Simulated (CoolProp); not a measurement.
100 sccm (0 °C, 1 atm) of nitrogen bubbles through liquid water at 288.4 K and leaves saturated at a total pressure of 0.0358 MPa (ideal gas phase). Each further row changes one setting.

Values from CoolProp's reference Helmholtz-energy equation of state, Wagner 2002.

| case | vapour pressure (kPa) | mole fraction of vapour | delivery (mg/min) | delivery (sccm) | change of delivery for a bath 1 K warmer (%) |
|---|---|---|---|---|---|
| as stated | 1.73 | 0.0484 | 4.09 | 5.09 | 7.0 |
| bath temperature 293.4 K | 2.38 | 0.0664 | 5.71 | 7.11 | 6.8 |
| total pressure 0.0716 MPa | 1.73 | 0.0242 | 1.99 | 2.48 | 6.8 |
